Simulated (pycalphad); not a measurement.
CALPHAD calculation (pycalphad, COST 507 light-alloy database (1999)), 1 atm. The database dates from 1999; later assessments differ in places, in temperatures and in the compounds included. The system is extrapolated from its subsystems; higher-order compounds may be missing. Phase fractions are per mole of atoms.

Q: Give the equilibrium state of Al-1.79Fe-1.71Si-0.6Mg (at.%) at 530 K.

A: 
```
T = 530.00 K, P = 101325 Pa, N = 1 mol of atoms
G = -19015 J/mol, H = 3627 J/mol, S = 42.72 J/(mol K)  (SER reference)
chemical potentials (J/mol): Al -16851, Fe -128608, Si -15751, Mg -47372
phase             fraction      x(Al)      x(Fe)      x(Si)      x(Mg)
FCC_A1              0.8831     0.9996   9.27e-08    9.7e-05   0.000319
ALFESI_BETA         0.0670     0.7000     0.1500     0.1500       none
ALFESI_ALPHA        0.0413     0.7106     0.1900     0.0994       none
MG2SI               0.0086       none       none     0.3333     0.6667
```

Q: Give the equilibrium state of Al-1.79Fe-1.71Si-0.6Mg (at.%) at 770 K.

A: 
```
T = 770.00 K, P = 101325 Pa, N = 1 mol of atoms
G = -30653 J/mol, H = 10849 J/mol, S = 53.90 J/(mol K)  (SER reference)
chemical potentials (J/mol): Al -28599, Fe -134379, Si -27761, Mg -57792
phase             fraction      x(Al)      x(Fe)      x(Si)      x(Mg)
FCC_A1              0.8882     0.9909   2.23e-05     0.0023     0.0068
ALFESI_BETA         0.0842     0.7000     0.1500     0.1500       none
ALFESI_ALPHA        0.0276     0.7230     0.1900     0.0870       none
```

Database names, with the compositions (at.%) that they take in these runs: ALFESI_ALPHA: Al 69-73 Fe 19 Si 8-12; ALFESI_BETA: Al 70 Fe 15 Si 15; MG2SI: Mg 67 Si 33. FCC_A1 is fcc. An entry "none" or "no" means that the model of the phase leaves that element out.
